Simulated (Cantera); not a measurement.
A freely propagating, adiabatic, planar premixed flame of CH₄ : O₂ : N₂ : H₂O = 1.3 : 1.54 : 5.54 : 0.84 (molar parts), unburnt at 525 K and 0.790 bar; mixture-averaged transport, grid criteria slope 0.08 and curve 0.16, no radiation.

Model: GRI-Mech 3.0 (53 species, 325 reactions), integrated in Cantera. Burning velocities carry a grid error of a few per cent, more on coarse grids.

Predict: laminar burning velocity; thermal thickness; peak x(C₂H₂); peak x(H); peak x(CH₂CO).


| Property | Value |
|---|---|
| laminar burning velocity | 18.5 cm/s |
| thermal thickness | 1.82 mm |
| peak x(C₂H₂) | 0.00656 |
| peak x(H) | 0.000670 |
| peak x(CH₂CO) | 0.000542 |
